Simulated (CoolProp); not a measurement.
A Linde-Hampson liquefier for dry air: isothermal reversible compression at 290 K from 1 atm to 30 MPa, throttling to 1 atm, return gas leaving the recuperator 2 K below the feed. Each further row changes one setting.

The numbers come from the reference Helmholtz-energy equation of state, Lemmon 2000 in CoolProp. It is a pseudo-pure fit of the blend.

```
case                        liquid yield per pass  compression work (kJ/kg of gas)
--------------------------  ---------------------  -------------------------------
as stated                                       ?                              473
high pressure 60 MPa                        0.104                                ?
warm-end temperature 320 K                      ?                                ?
warm-end gap 7 K                                ?                              473
```

Q: Fill in the missing entries.

A: 
- as stated, liquid yield per pass: 0.105
- high pressure 60 MPa, compression work (kJ/kg of gas): 545
- warm-end temperature 320 K, liquid yield per pass: 0.077
- warm-end temperature 320 K, compression work (kJ/kg of gas): 526
- warm-end gap 7 K, liquid yield per pass: 0.094
